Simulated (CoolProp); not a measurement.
The fluoroketone C6F12O (FK-5-1-12) along the isobar 10.7 MPa: density (kg/m³) from the reference equation and from simpler models built on Tc = 168.7 °C, pc = 1.869 MPa, ω = 0.471; each cubic takes its own stable root.

The numbers come from the reference Helmholtz-energy equation of state, McLinden 2015 in CoolProp.

| T (°C) | phase | reference | van der Waals | Soave-Redlich-Kwong |
|---|---|---|---|---|
| 40.55 | liquid | 1607 | 1033 | 1501 |
| 63.85 | liquid | 1546 | 1011 | 1451 |
| 87.15 | liquid | 1482 | 988.8 | 1396 |
| 110.45 | liquid | 1417 | 966.2 | 1336 |
| 133.75 | liquid | 1349 | 943.0 | 1272 |
| 156.95 | liquid | 1278 | 919.6 | 1203 |
| 180.25 | supercritical | 1204 | 895.5 | 1130 |
| 203.55 | supercritical | 1128 | 871.1 | 1055 |
| 226.85 | supercritical | 1050 | 846.3 | 979.6 |
